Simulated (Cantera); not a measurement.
**Premixed flame**

A freely propagating, adiabatic, planar premixed flame of H2 : O2 : N2 : H2O = 1 : 0.312 : 1.17 : 0.17 (molar parts), equivalence ratio 1.6, unburnt at 525 K and 0.260 bar; mixture-averaged transport, grid criteria slope 0.08 and curve 0.16, no radiation.

Detailed kinetics in Cantera: the H2/O2 subset of GRI-Mech 3.0, which has no nitrogen chemistry. Burning velocities carry a grid error of a few per cent, more on coarse grids.

```csv
z (mm),T (K),u (m/s),x H2,x O2,x H2O,x H,x H2O2,x OH
-7.14,525,5.81,0.377,0.118,0.0641,<1e-8,<1e-8,<1e-8
-4.76,525,5.81,0.377,0.118,0.0641,<1e-8,<1e-8,<1e-8
-3.57,525,5.81,0.377,0.118,0.0641,<1e-8,<1e-8,<1e-8
-2.38,525,5.81,0.377,0.118,0.0641,1.25e-8,<1e-8,<1e-8
-1.19,534,5.90,0.375,0.118,0.0647,0.000138,1.91e-6,3.24e-5
-0.595,710,7.71,0.349,0.113,0.0805,0.00714,5.88e-6,0.000485
0,1113,11.7,0.238,0.0746,0.165,0.0552,8.28e-7,0.00209
0.595,1382,14.4,0.136,0.0178,0.273,0.0949,8.42e-7,0.00527
1.19,1492,15.5,0.121,0.00660,0.296,0.0942,6.90e-7,0.00661
2.38,1608,16.5,0.126,0.00455,0.302,0.0813,4.79e-7,0.00777
4.76,1735,17.7,0.133,0.00344,0.307,0.0655,2.73e-7,0.00853
9.51,1862,18.8,0.139,0.00231,0.313,0.0500,1.43e-7,0.00853
19.0,1979,19.8,0.145,0.00135,0.320,0.0360,7.35e-8,0.00764
```
x: mole fraction of selected species; z is measured from the peak of heat release.

```yaml
laminar_burning_velocity: 581 cm/s
thermal_thickness: 2.38 mm
peak x(H): 0.0967
peak x(H2O2): 6.79e-6
peak x(OH): 0.00863
grid_points: 142
```
